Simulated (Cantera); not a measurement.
What does this Cantera script print?

```python
import numpy as np
import cantera as ct

gas_names = """
    CL CL2 H HCL H2 Si SiCL SiCL2 SiCL3 SiCL4 SiH SiHCL3 SiH2 SiH2CL2 SiH3 SiH3CL SiH4 Si2 Si3
""".split()
cond_names = """
    Si(cr) Si(L)
""".split()


def load(file, names, dense=False):
    # The tables refer to 1 bar. Condensed volumes are neglected.
    table = {s.name: s for s in ct.Species.list_from_file(file)}
    out = []
    for n in names:
        d = dict(table[n].input_data)
        d["thermo"] = dict(d["thermo"], **{"reference-pressure": 1e5})
        if dense:
            d["equation-of-state"] = {"model": "constant-volume", "density": "1e6 g/cm^3"}
        out.append(ct.Species.from_dict(d))
    return out


gas = ct.Solution(thermo="ideal-gas", species=load("nasa_gas.yaml", gas_names))
cond = {s.name: ct.Solution(thermo="fixed-stoichiometry", species=[s], name=s.name)
        for s in load("nasa_condensed.yaml", cond_names, dense=True)}
atoms = {
    'Si2H6': {'Si': 2, 'H': 6},
    'Cl2': {'CL': 2},
    'H2': {'H': 2},
}
top_T = {}  # K; cautious upper limits of use, not melting points


def equilibrate(T, P, feed):
    n = {}
    for name, mol in feed.items():
        for a, k in atoms[name].items():
            n[a] = n.get(a, 0.0) + k * mol
    gas.TPX = T, P, n
    mass = sum(n.values()) * gas.mean_molecular_weight
    gas.equilibrate("TP")
    valid = [c for c in cond.values() if c.min_temp <= T <= top_T.get(c.name, c.max_temp)]
    mix = ct.Mixture([(gas, mass / gas.mean_molecular_weight)] + [(c, 0.0) for c in valid])
    mix.T, mix.P = T, P
    mix.equilibrate("TP", solver="vcs", rtol=1e-11, max_steps=5000)
    return mix


results = []
T = 1575  # K
P = 54000  # Pa
for m in [0.031, 0.11, 0.18, 0.25, 0.33, 0.4, 0.47, 0.55, 0.62, 0.7, 0.77]:
    feed = {'Si2H6': 1, 'Cl2': m, 'H2': 4.9}  # mol
    mix = equilibrate(T, P, feed)
    results.append((T, P, feed, dict(zip(mix.species_names, mix.species_moles))))

top = {s: max(r[3][s] / sum(r[3][g] for g in gas_names) for r in results) for s in gas_names}
cols = sorted((s for s in top if top[s] > 0.001), key=lambda s: -top[s])[:6]
seen = [c for c in cond_names if any(r[3].get(c, 0) > 1e-12 for r in results)]
print("log10 of partial pressures in bar; condensed amounts in mol")
print(f"{'n(Cl2)':>10s}" + "".join(f"{s[:9]:>10s}" for s in cols + seen))
for T, P, feed, n in results:
    ng = sum(n[g] for g in gas_names)
    print(f"{feed['Cl2']:10.4g}" + "".join(f"{np.log10(max(n[s] / ng * P / 1e5, 1e-99)):10.3f}" for s in cols)
          + "".join(f"{n.get(c, 0):10.4g}" for c in seen))
```

It prints:

```
log10 of partial pressures in bar; condensed amounts in mol
    n(Cl2)        H2       HCL     SiCL2     SiCL3    SiHCL3     SiCL4    Si(cr)
     0.031    -0.271    -2.397    -3.992    -6.057    -6.452    -7.703     1.998
      0.11    -0.279    -1.899    -2.988    -4.550    -4.950    -5.695     1.984
      0.18    -0.285    -1.724    -2.632    -4.016    -4.418    -4.982     1.962
      0.25    -0.291    -1.615    -2.409    -3.681    -4.086    -4.535     1.936
      0.33    -0.298    -1.529    -2.230    -3.413    -3.822    -4.179       1.9
       0.4    -0.303    -1.473    -2.113    -3.237    -3.648    -3.943     1.866
      0.47    -0.308    -1.428    -2.018    -3.095    -3.509    -3.754      1.83
      0.55    -0.314    -1.386    -1.929    -2.961    -3.378    -3.576     1.786
      0.62    -0.319    -1.356    -1.863    -2.863    -3.282    -3.444     1.747
       0.7    -0.324    -1.327    -1.799    -2.766    -3.188    -3.316       1.7
      0.77    -0.329    -1.304    -1.750    -2.692    -3.117    -3.217     1.658
```

Equilibrium computed with Cantera from the NASA thermochemical tables; the gas is ideal and each condensed phase is pure. The feed counts by its element totals alone. The tables' values for SiCl3 are old estimates; treat these amounts as uncertain.
